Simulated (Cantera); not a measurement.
An adiabatic, constant-volume homogeneous reactor starts with CH₃OH : O₂ : N₂ = 1 : 1.83 : 6.88 (molar parts), equivalence ratio 0.82, at 1075 K and 1.00 atm. Integrator tolerance rtol = 1e-08.

Cantera simulation using GRI-Mech 3.0 (53 species, 325 reactions); the numbers are that mechanism's predictions, not measurements. GRI-Mech 3.0 was tuned for natural gas; its chemistry of methanol as a main component is partial and can be far from experiment.

Task: What does this change do: 0.7 parts CO2 added?

Result: 
| quantity | before | after |
|---|---|---|
| time of steepest temperature rise | 98.0 ms | 97.7 ms |
| temperature at 0.500 s | 2693 K | 2582 K |
| equilibrium temperature | 2693 K | 2582 K |
| x(CH₃OH) at 0.500 s | <1e-12 (gas-phase equilibrium <1e-12) | <1e-12 (gas-phase equilibrium <1e-12) |
| x(O₂) at 0.500 s | 0.0354 (gas-phase equilibrium 0.0354) | 0.0353 (gas-phase equilibrium 0.0353) |
| x(HO₂) at 0.500 s | 1.02e-5 (gas-phase equilibrium 1.02e-5) | 7.59e-6 (gas-phase equilibrium 7.59e-6) |
| x(C₂H) at 0.500 s | <1e-12 (gas-phase equilibrium <1e-12) | <1e-12 (gas-phase equilibrium <1e-12) |
| x(C₂H₂) at 0.500 s | <1e-12 (gas-phase equilibrium <1e-12) | <1e-12 (gas-phase equilibrium <1e-12) |
| x(CH₂) at 0.500 s | <1e-12 (gas-phase equilibrium <1e-12) | <1e-12 (gas-phase equilibrium <1e-12) |
| x(HCO) at 0.500 s | 2.01e-8 (gas-phase equilibrium 2.01e-8) | 1.22e-8 (gas-phase equilibrium 1.22e-8) |

Task: What does this change do: constant pressure in place of constant volume?

Result: 
```tsv
quantity	before	after
time of steepest temperature rise	98.0 ms	99.6 ms
temperature at 0.500 s	2693 K	2477 K
equilibrium temperature	2693 K	2477 K
x(CH₃OH) at 0.500 s	<1e-12 (gas-phase equilibrium <1e-12)	<1e-12 (gas-phase equilibrium <1e-12)
x(O₂) at 0.500 s	0.0354 (gas-phase equilibrium 0.0354)	0.0340 (gas-phase equilibrium 0.0340)
x(HO₂) at 0.500 s	1.02e-5 (gas-phase equilibrium 1.02e-5)	4.63e-6 (gas-phase equilibrium 4.63e-6)
x(C₂H) at 0.500 s	<1e-12 (gas-phase equilibrium <1e-12)	<1e-12 (gas-phase equilibrium <1e-12)
x(C₂H₂) at 0.500 s	<1e-12 (gas-phase equilibrium <1e-12)	<1e-12 (gas-phase equilibrium <1e-12)
x(CH₂) at 0.500 s	<1e-12 (gas-phase equilibrium <1e-12)	<1e-12 (gas-phase equilibrium <1e-12)
x(HCO) at 0.500 s	2.01e-8 (gas-phase equilibrium 2.01e-8)	3.53e-9 (gas-phase equilibrium 3.53e-9)
```

Task: What does this change do: pressure from 1.00 atm to 0.829 atm?

Result: 
| quantity | before | after |
|---|---|---|
| time of steepest temperature rise | 98.0 ms | 0.116 s |
| temperature at 0.500 s | 2693 K | 2681 K |
| equilibrium temperature | 2693 K | 2681 K |
| x(CH₃OH) at 0.500 s | <1e-12 (gas-phase equilibrium <1e-12) | <1e-12 (gas-phase equilibrium <1e-12) |
| x(O₂) at 0.500 s | 0.0354 (gas-phase equilibrium 0.0354) | 0.0358 (gas-phase equilibrium 0.0358) |
| x(HO₂) at 0.500 s | 1.02e-5 (gas-phase equilibrium 1.02e-5) | 9.49e-6 (gas-phase equilibrium 9.49e-6) |
| x(C₂H) at 0.500 s | <1e-12 (gas-phase equilibrium <1e-12) | <1e-12 (gas-phase equilibrium <1e-12) |
| x(C₂H₂) at 0.500 s | <1e-12 (gas-phase equilibrium <1e-12) | <1e-12 (gas-phase equilibrium <1e-12) |
| x(CH₂) at 0.500 s | <1e-12 (gas-phase equilibrium <1e-12) | <1e-12 (gas-phase equilibrium <1e-12) |
| x(HCO) at 0.500 s | 2.01e-8 (gas-phase equilibrium 2.01e-8) | 1.86e-8 (gas-phase equilibrium 1.86e-8) |
